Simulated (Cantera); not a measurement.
Charge: 1 mol SiH₂Cl₂, 100 mol H₂, at 25.0 mbar.

Equilibrium computed with Cantera from the NASA thermochemical tables; the gas is ideal and each condensed phase is pure. Candidate condensed phases: Si; 19 gas species. The tables' values for SiCl₃ are old estimates; treat these amounts as uncertain. Kinetics and transport are ignored. All values below are at 975 K.

Base state: H₂ 0.988, HCl 0.00881, SiCl₄ 0.00172, SiHCl₃ 0.00110, SiCl₂ 0.000127, SiCl₃ 8.78e-5, SiH₂Cl₂ 7.40e-5 (mole fractions); condensed: Si(s).

Q: What changes in the equilibrium state with this change: H₂ from 100 to 270 mol?

A: 
```tsv
species	before	after
H₂	0.988	0.994
HCl	0.00881	0.00541
SiHCl₃	0.00110	0.000254
SiCl₄	0.00172	0.000242
SiCl₃	8.78e-5	2.02e-5
SiCl₂	0.000127	4.76e-5
SiH₂Cl₂	7.40e-5	2.79e-5
Si(s), mol	0.683	0.839
```
